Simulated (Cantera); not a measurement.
What does this Cantera script print?

```python
import numpy as np
import cantera as ct

gas_names = """
    CL CL2 H HCL H2 N NH NH2 NH3 N2 N2H2 N2H4 Si SiCL SiCL2 SiCL3 SiCL4 SiH SiHCL3 SiH2 SiH2CL2 SiH3
    SiH3CL SiH4 SiN Si2 Si2N Si3
""".split()
cond_names = """
    NH4CL(a) NH4CL(b) Si(cr) Si(L) Si3N4(a)
""".split()


# ... load() reads the species with a 1 bar reference pressure and builds the phases ...
atoms = {
    'SiHCl3': {'Si': 1, 'H': 1, 'CL': 3},
    'N2': {'N': 2},
    'H2': {'H': 2},
}
top_T = {'Si3N4(a)': 2400}  # K; cautious upper limits of use, not melting points


# ... equilibrate(T, P, feed) seeds the gas with the atoms and calls Mixture.equilibrate('TP', solver="vcs", rtol=1e-11, max_steps=5000) ...
results = []
feed = {'SiHCl3': 1, 'N2': 27, 'H2': 0.3}  # mol
T = 898  # K
P = 1000  # Pa
mix = equilibrate(T, P, feed)
results.append((T, P, feed, dict(zip(mix.species_names, mix.species_moles))))
x = sorted(zip(gas.X, gas.species_names), reverse=True)
print(f"T = {T:g} K  P = {P:g} Pa  gas = {mix.phase_moles(0):.4g} mol")
print("   x: " + "  ".join(f"{s} {v:.3e}" for v, s in x if v > 1e-05))
print("   condensed (mol): " + ("  ".join(f"{mix.phase(i).name} {mix.phase_moles(i):.4g}"
      for i in range(1, mix.n_phases) if mix.phase_moles(i) > 1e-12) or "none"))
```

Output:

```
T = 898 K  P = 1000 Pa  gas = 28.49 mol
   x: N2 9.343e-01  HCL 4.521e-02  SiCL4 1.502e-02  H2 5.471e-03
   condensed (mol): Si3N4(a) 0.1907
```

Cantera equilibrium calculation (NASA polynomials, part measured and part estimated; ideal gas, pure solids and liquids). N2 is the only nitrogen source here; it is nearly inert below about 1500 K, so the nitride shown seldom forms there in practice.
